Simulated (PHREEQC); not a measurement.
**Metal-bearing waste water (model solution)**

Dissolve 0.0089 mol MnSO4, 5.2e-05 mol CuCl2 and 5.2e-05 mol H2SO4 per kg of water at 60 °C. Closed to the air; pH follows from the charge balance.

Model: ion-association model, phreeqc.dat, run in PHREEQC.

Precipitation was switched off in this run.

Question: Predict the pH, ionic strength, specific conductance.

Answer: pH 4.28; ionic strength 0.0231 mol/kgw; specific conductance 2380 µS/cm.

Question: In which forms is Cl present?

Answer: Cl- 99 %, MnCl+ 1.3 % of the Cl.

Away from 25 °C the constants follow the database's enthalpies or fits; those with neither stay at their 25 °C values.
